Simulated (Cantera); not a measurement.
A freely propagating, adiabatic, planar premixed flame of H2 : O2 : N2 = 1 : 0.385 : 1.58 (molar parts), equivalence ratio 1.3, unburnt at 498 K and 0.690 bar; mixture-averaged transport, grid criteria slope 0.08 and curve 0.16, no radiation.

Detailed kinetics in Cantera: the H2/O2 subset of GRI-Mech 3.0, which has no nitrogen chemistry. Burning velocities carry a grid error of a few per cent, more on coarse grids.

**Question.** Predict: laminar burning velocity; thermal thickness; peak x(HO2); peak x(H); peak x(H2O2).

**Answer.** 
- laminar burning velocity = 567 cm/s
- thermal thickness = 0.712 mm
- peak x(HO2) = 0.000267
- peak x(H) = 0.0771
- peak x(H2O2) = 2.21e-5
